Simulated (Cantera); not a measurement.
What does this Cantera script print?

```python
import numpy as np
import cantera as ct

surf = ct.Interface("diamond.yaml", "diamond_100")
gas, bulk = surf.adjacent["gas"], surf.adjacent["diamond"]
k = surf.kinetics_species_index(bulk.species_names[0])
cover = ["c6HH", "c6H*", "c6*H", "c6**", "c6HM", "c6B"]

rows, drift = [], 0.0
print(f"{'T':>10s}{'um/h':>11s}" + "".join(f"{s:>11s}" for s in cover))
for v in [925, 1000, 1075, 1150, 1225, 1300, 1375]:
    T, P, xH, xCH3 = v, 8000, 0.016, 1.7e-05
    gas.TPX = T, P, {"H": xH, "CH3": xCH3, "CH4": 0.0035, "H2": 1 - xH - xCH3 - 0.0035}
    surf.TP = bulk.TP = T, P
    surf.coverages = "c6H*:0.1, c6HH:0.9"
    surf.advance_coverages(100.0)
    before = surf.coverages
    surf.advance_coverages(100.0)
    drift = max(drift, np.max(np.abs(surf.coverages - before) / (surf.coverages + 1e-9)))
    rate = surf.net_production_rates[k] * bulk.mean_molecular_weight / bulk.density * 3.6e9
    rows.append([rate, *surf[cover].coverages])
    print(f"{v:10.4g}{rate:11.4e}" + "".join(f"{x:11.3e}" for x in rows[-1][1:]))
```

Result:

```
         T       um/h       c6HH       c6H*       c6*H       c6**       c6HM        c6B
       925 4.9442e-01  6.668e-01  1.246e-02  3.142e-01  5.496e-03  8.023e-04  1.342e-09
      1000 7.1855e-01  5.962e-01  1.857e-02  3.746e-01  9.823e-03  5.772e-04  1.950e-09
      1075 9.4926e-01  5.312e-01  2.565e-02  4.265e-01  1.600e-02  4.139e-04  2.576e-09
      1150 1.0771e+00  4.732e-01  3.337e-02  4.689e-01  2.417e-02  2.728e-04  2.923e-09
      1225 9.3310e-01  4.223e-01  4.141e-02  5.017e-01  3.433e-02  1.403e-04  2.532e-09
      1300 6.3934e-01  3.782e-01  4.950e-02  5.259e-01  4.629e-02  5.163e-05  1.735e-09
      1375 4.7911e-01  3.404e-01  5.741e-02  5.424e-01  5.977e-02  1.559e-05  1.300e-09
```

Detailed kinetics in Cantera: the Harris–Goodwin 1993 mechanism for the reconstructed diamond (100) surface.
